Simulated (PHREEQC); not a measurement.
Make-up at 60 °C: 0.76 mol/kgw Cu(NO3)2 and 0.00016 mol/kgw FeCl3. Closed to the air; pH follows from the charge balance.

Model: ion-association model, phreeqc.dat, run in PHREEQC.

Q: The ionic strength comes out as 2.28 mol/kgw. What activity coefficients do Fe(OH)2+, NO3-, FeOH+2, H+, Cu2(OH)2+2 get?

A: Fe(OH)2+ 0.60, NO3- 0.47, FeOH+2 0.12, H+ 0.71, Cu2(OH)2+2 1.5.

No solid was allowed to form. The solution is supersaturated, for example in Hematite (slow to form), Goethite (slow to form), so a real one may precipitate; this is no full list. The ionic strength is past about 0.7 mol/kgw, beyond the range of this activity model, so the values are rough. At this temperature some constants are extrapolated from 25 °C, and those without enthalpy data are left unchanged.
